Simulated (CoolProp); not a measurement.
Saturated liquid density (kg/m³) of n-nonane: the reference equation beside estimates from Tc = 321.4 °C, pc = 22.82 bar, ω = 0.443. Rackett uses Z = 0.29056 − 0.08775 ω.

The numbers come from the reference Helmholtz-energy equation of state, Lemmon 2006 in CoolProp. It is a short technical equation, of lower accuracy than the large ones.

```tsv
T (°C)	reference	Rackett	van der Waals	Redlich-Kwong	Soave-Redlich-Kwong	Peng-Robinson
158.25	602.0	___	330.2	476.2	512.2	579.8
168.55	592.2	599.8	324.7	466.4	502.8	569.5
178.95	582.0	588.7	319.0	456.1	492.8	558.5
189.35	571.4	577.2	313.0	445.4	___	546.7
199.75	560.5	565.4	306.8	434.2	471.0	534.2
210.15	549.0	___	300.3	422.5	459.0	520.8
220.45	___	540.2	293.5	410.2	446.3	506.5
230.85	524.6	526.6	286.3	397.2	432.6	491.0
241.25	511.1	512.3	278.6	383.4	___	474.1
251.65	496.7	___	270.4	368.7	401.8	455.7
```

**Question.** Fill in the missing entries.

**Answer.** 
- 158.25, Rackett: 610.4
- 189.35, Soave-Redlich-Kwong: 482.2
- 210.15, Rackett: 553.0
- 220.45, reference: 537.2
- 241.25, Soave-Redlich-Kwong: 417.8
- 251.65, Rackett: 497.0

Absolute difference from the reference over all 10 rows, mean and median: Rackett 0.8 and 0.8 %, van der Waals 45.3 and 45.3 %, Redlich-Kwong 23.0 and 22.8 %, Soave-Redlich-Kwong 16.5 and 16.2 %, Peng-Robinson 5.3 and 4.9 %.
